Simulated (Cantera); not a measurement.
**Ignition delay**

Mixture: 11.9 % CH4, 1.43 % C2H6, 22.2 % O2, 64.4 % N2, equivalence ratio 1.3, at 1.28 atm, adiabatic and at constant pressure. Ignition delay is the time to a rise of 400 K.

Model: GRI-Mech 3.0 (53 species, 325 reactions), integrated in Cantera.

```
T0 (K)  delay (ms)
------  ----------
1075          19.9
1175          4.77
1275          1.53
1375         0.563
1475         0.225
1575        0.0983
1675        0.0482
1775        0.0266
```

```yaml
apparent activation energy between 1575 and 1775 K: 150 kJ/mol
```
